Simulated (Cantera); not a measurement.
Metals in furnace atmospheres: Pb + CO + N2

Charge: 1 mol Pb, 0.23 mol CO, 8 mol N2, held at 777 °C and 1 atm.

Method: chemical equilibrium by Gibbs-energy minimisation in Cantera with the NASA 1993 tables (ideal gas, pure condensed phases). Candidate condensed phases: C, Pb, PbO, PbO2, Pb3O4; 27 gas species. Equilibrium is a limit: real reactors are often held back by kinetics, nucleation or transport.

```
Property                                  Value
----------------------------------  -----------
x(N2)                                     0.972
x(CO)                                    0.0276
x(CO2)                                 0.000165
x(Pb)                                   4.59e-5
n(C(graphite))                      0.00136 mol
n(Pb(l))                              1.000 mol
gas amount                            8.229 mol
log10 activity of PbO2(s) (absent)       -20.05
```
